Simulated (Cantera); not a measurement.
An adiabatic, constant-volume homogeneous reactor starts with C₃H₈ : O₂ : N₂ = 1 : 14.7 : 55.3 (molar parts), equivalence ratio 0.34, at 1625 K and 19.0 bar.

Detailed kinetics in Cantera: GRI-Mech 3.0 (53 species, 325 reactions). GRI-Mech 3.0 was tuned for natural gas; its chemistry of propane as a main component is partial and can be far from experiment. The pressure lies above the range GRI-Mech 3.0 was tuned for (to about 10 atm).

One state of this run: T (K) = 2498; P (bar) = 29.7; x C₃H₈ = <1e-12; x O₂ = 0.125; x NO₂ = 6.48e-5; x CH₄ = <1e-12; x H₂O = 0.0533; x HO₂ = 1.64e-5; x C₂H₆ = <1e-12. x: mole fraction; the columns are a selection and need not sum to one.

### Question
Which value of t (s) does it belong to?
A. 3.00e-6
B. 4.95e-5
C. 0.000201
D. 0.0134

### Answer
D, 0.0134
